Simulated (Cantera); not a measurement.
A perfectly stirred reactor is fed with C₃H₈ : O₂ : N₂ = 1 : 5.05 : 19 (molar parts), at 218 Torr; it is adiabatic with a 775 K inlet, and is followed from long to short residence time, starting on the burning branch (τ in s: 0.35, 0.1, 0.029, 0.0086, 0.0025, 0.00073, 0.00021, 6.2e-05, 1.8e-05, 5.3e-06).

Detailed kinetics in Cantera: GRI-Mech 3.0 (53 species, 325 reactions). GRI-Mech 3.0 was tuned for natural gas; its chemistry of propane as a main component is partial and can be far from experiment.

### Question
What does this change do: O2 5.05 to 3.6 parts?

### Answer
```csv
quantity,before,after
"blow-out, bracketed by the residence times tried","burning at 0.210 ms, out at 62.0 µs","burning at 0.730 ms, out at 0.210 ms"
x(C₃H₈) at τ = 0.350 s,5.36e-8,1.65e-7
x(O₂) at τ = 0.350 s,0.0158,0.000138
x(C₂H₆) at τ = 0.350 s,3.55e-10,1.17e-9
x(N₂O) at τ = 0.350 s,1.40e-7,7.55e-9
x(CO) at τ = 0.350 s,0.0296,0.0702
x(C₃H₈) at τ = 0.730 ms,1.64e-5,4.89e-5
x(O₂) at τ = 0.730 ms,0.0293,0.00577
x(C₂H₆) at τ = 0.730 ms,5.70e-8,3.26e-7
x(N₂O) at τ = 0.730 ms,3.86e-8,6.27e-8
x(CO) at τ = 0.730 ms,0.0462,0.0734
```

### Question
What does this change do: inlet temperature 775 to 323 K?

### Answer
```tsv
quantity	before	after
blow-out, bracketed by the residence times tried	burning at 0.210 ms, out at 62.0 µs	burning at 0.210 ms, out at 62.0 µs
x(C₃H₈) at τ = 0.350 s	5.36e-8	1.24e-7
x(O₂) at τ = 0.350 s	0.0158	0.0111
x(C₂H₆) at τ = 0.350 s	3.55e-10	5.49e-10
x(N₂O) at τ = 0.350 s	1.40e-7	7.70e-8
x(CO) at τ = 0.350 s	0.0296	0.0177
x(C₃H₈) at τ = 0.730 ms	1.64e-5	3.09e-5
x(O₂) at τ = 0.730 ms	0.0293	0.0283
x(C₂H₆) at τ = 0.730 ms	5.70e-8	7.42e-8
x(N₂O) at τ = 0.730 ms	3.86e-8	3.14e-8
x(CO) at τ = 0.730 ms	0.0462	0.0412
```
